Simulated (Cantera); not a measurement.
Charge: 1 mol HMDSO, 3.5 mol O₃, 25 mol N₂, at 673 K.

Method: chemical equilibrium by Gibbs-energy minimisation in Cantera with the NASA 1993 tables (ideal gas, pure condensed phases). Candidate condensed phases: C, C₆H₆, C₇H₈, C₈H₁₈, H₂O, Si, SiC, SiO₂, Si₂N₂O, Si₃N₄; 151 gas species. The feed counts by its element totals alone. Equilibrium is a limit: real reactors are often held back by kinetics, nucleation or transport.

Problem. At 1.00 bar, list the 7 most abundant gas species with their mole fractions, and the condensed phases.

Solution. N₂ 0.730, H₂O 0.116, H₂ 0.0548, CO₂ 0.0505, CH₄ 0.0459, CO 0.00195, NH₃ 0.000148. Condensed: C(graphite) + SiO₂(α-quartz).
